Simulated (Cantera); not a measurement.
Gas mixture: CO₂ : N₂O = 0.76 : 0.064 (molar parts), at 0.00140 bar, frozen composition.

Cantera's kinetic-theory transport with the Lennard-Jones parameters of GRI-Mech 3.0, ideal gas; thermal conductivity in the multicomponent form. The composition is frozen, though it would react at the higher temperatures.

D: mixture-averaged diffusion coefficient of that species in the mixture.

```json
[
 {"T (K)": "400", "ρ (kg/m³)": "0.00185", "cp (J/kg/K)": "940.4", "μ (µPa s)": "19.7", "λ (mW/m/K)": "25.3", "Pr": "0.734", "D (cm²/s) H₂O": "207", "D (cm²/s) N₂": "193", "D (cm²/s) NH₃": "203"},
 {"T (K)": "600", "ρ (kg/m³)": "0.00124", "cp (J/kg/K)": "1078", "μ (µPa s)": "27.8", "λ (mW/m/K)": "40.9", "Pr": "0.734", "D (cm²/s) H₂O": "458", "D (cm²/s) N₂": "393", "D (cm²/s) NH₃": "444"},
 {"T (K)": "800", "ρ (kg/m³)": "0.000926", "cp (J/kg/K)": "1170", "μ (µPa s)": "34.8", "λ (mW/m/K)": "55.5", "Pr": "0.733", "D (cm²/s) H₂O": "787", "D (cm²/s) N₂": "645", "D (cm²/s) NH₃": "756"},
 {"T (K)": "1000", "ρ (kg/m³)": "0.000741", "cp (J/kg/K)": "1236", "μ (µPa s)": "40.9", "λ (mW/m/K)": "69.0", "Pr": "0.732", "D (cm²/s) H₂O": "1180", "D (cm²/s) N₂": "941", "D (cm²/s) NH₃": "1130"},
 {"T (K)": "1200", "ρ (kg/m³)": "0.000618", "cp (J/kg/K)": "1281", "μ (µPa s)": "___", "λ (mW/m/K)": "___", "Pr": "0.731", "D (cm²/s) H₂O": "___", "D (cm²/s) N₂": "___", "D (cm²/s) NH₃": "___"},
 {"T (K)": "1400", "ρ (kg/m³)": "0.000529", "cp (J/kg/K)": "1314", "μ (µPa s)": "51.7", "λ (mW/m/K)": "93.1", "Pr": "0.730", "D (cm²/s) H₂O": "2150", "D (cm²/s) N₂": "1650", "D (cm²/s) NH₃": "2040"},
 {"T (K)": "1600", "ρ (kg/m³)": "0.000463", "cp (J/kg/K)": "1340", "μ (µPa s)": "___", "λ (mW/m/K)": "___", "Pr": "0.729", "D (cm²/s) H₂O": "___", "D (cm²/s) N₂": "___", "D (cm²/s) NH₃": "___"}
]
```

Task: Some entries are withheld; supply them.

Result: 
- 1200, μ (µPa s): 46.5
- 1200, λ (mW/m/K): 81.5
- 1200, D (cm²/s) H₂O: 1640
- 1200, D (cm²/s) N₂: 1280
- 1200, D (cm²/s) NH₃: 1560
- 1600, μ (µPa s): 56.6
- 1600, λ (mW/m/K): 104
- 1600, D (cm²/s) H₂O: 2710
- 1600, D (cm²/s) N₂: 2070
- 1600, D (cm²/s) NH₃: 2570
